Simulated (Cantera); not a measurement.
Feed: 1 mol Fe(CO)5, 16 mol N2, at 1050 K and 86.0 mbar.

Equilibrium computed with Cantera from the NASA thermochemical tables; the gas is ideal and each condensed phase is pure. Candidate condensed phases: C, Fe, Fe(CO)5, FeO, Fe2O3, Fe3O4; 27 gas species. Condensed phases not in the tables: cementite and carbon dissolved in iron. Kinetics and transport are ignored.

Base state: N2 0.763, CO 0.236, CO2 0.00103 (mole fractions); condensed: C(graphite) + Fe(α).

### Question
What changes in the equilibrium state with this change: N2 from 16 to 1 mol?

### Answer
```tsv
species	before	after
CO	0.236	0.819
N2	0.763	0.169
CO2	0.00103	0.0123
C(graphite), mol	0.0215	0.0731
Fe(α), mol	1.00	1.00
```

### Question
What changes in the equilibrium state with this change: N2 from 16 to 2.7 mol?

### Answer
| species | before | after |
|---|---|---|
| CO | 0.236 | 0.639 |
| N2 | 0.763 | 0.353 |
| CO2 | 0.00103 | 0.00751 |
| C(graphite), mol | 0.0215 | 0.0574 |
| Fe(α), mol | 1.00 | 1.00 |
